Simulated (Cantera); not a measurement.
# Gas-phase reforming

A perfectly stirred reactor is fed with 59.2 % CH4, 40.8 % CO2, at 3750 Torr; it is held at 1800 K, and followed from long to short residence time.

Computed with Cantera and GRI-Mech 3.0 (53 species, 325 reactions).

```
τ (s)     x CH4     x CO2    x HCO  x CH2CO     x OH
-------  ------  --------  -------  -------  -------
22       0.0209  0.000537  1.43e-7  2.54e-6  3.65e-8
6.7      0.0218   0.00160  1.41e-7  3.14e-6  1.09e-7
2.1      0.0240   0.00417  1.36e-7  4.85e-6  2.83e-7
0.63     0.0288   0.00965  1.25e-7  9.57e-6  6.50e-7
0.19     0.0376    0.0193  1.09e-7  2.06e-5  1.26e-6
0.060    0.0529    0.0351  8.87e-8  3.99e-5  2.04e-6
0.018    0.0829    0.0660  6.74e-8  6.32e-5  2.74e-6
0.0056    0.140     0.128  4.98e-8  6.58e-5  2.69e-6
0.0017    0.242     0.232  3.89e-8  3.84e-5  1.74e-6
0.00053   0.367     0.325  4.26e-8  1.29e-5  8.49e-7
```
x: mole fraction; the columns are a selection and need not sum to one.
